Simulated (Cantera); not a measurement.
# Iron carbonyl, mercury and lead vapours: Fe(CO)5 + H2 + N2

Input: 1 mol Fe(CO)5, 0.093 mol H2, 0.1 mol N2, at 0.320 bar.

Method: chemical equilibrium by Gibbs-energy minimisation in Cantera with the NASA 1993 tables (ideal gas, pure condensed phases). Candidate condensed phases: C, C6H6, C7H8, C8H18, Fe, Fe(CO)5, FeO, Fe(OH)2, Fe(OH)3, Fe2O3, Fe3O4, H2O; 140 gas species. Iron dissolves carbon and melts from about 1420 K in contact with it, which pure phases cannot show. Condensed phases not in the tables: cementite and carbon dissolved in iron. Equilibrium is a limit: real reactors are often held back by kinetics, nucleation or transport.

| T (K) | x CO | x N2 | x H2 | x CO2 | x H2O | x HCN | n C(graphite) | n Fe(α) | n Fe(γ) |
|---|---|---|---|---|---|---|---|---|---|
| 1150 | 0.951 | 0.0195 | 0.0179 | 0.0114 | 0.000255 | 7.80e-7 | 0.0599 | 1.00 | 0 |
| 1225 | 0.959 | 0.0193 | 0.0179 | 0.00394 | 0.000108 | 1.82e-6 | 0.0209 | 0 | 1.00 |
| 1300 | 0.961 | 0.0193 | 0.0179 | 0.00153 | 5.01e-5 | 3.84e-6 | 0.00816 | 0 | 1.00 |
| 1375 | 0.962 | 0.0193 | 0.0179 | 0.000659 | 2.53e-5 | 7.49e-6 | 0.00351 | 0 | 1.00 |
| 1450 | 0.963 | 0.0193 | 0.0179 | 0.000311 | 1.37e-5 | 1.36e-5 | 0.00161 | 0 | 1.000 |
| 1525 | 0.963 | 0.0192 | 0.0179 | 0.000158 | 7.93e-6 | 2.33e-5 | 0.000737 | 0 | 1.000 |
| 1600 | 0.963 | 0.0192 | 0.0179 | 8.63e-5 | 4.81e-6 | 3.80e-5 | 0 | 0 | 1.000 |
x: gas mole fraction; n: condensed amount in mol.

At 1150 K the condensed part is C(graphite) + Fe(α). From 1225 K to 1525 K the condensed part is C(graphite) + Fe(γ). At 1600 K the condensed part is Fe(γ).
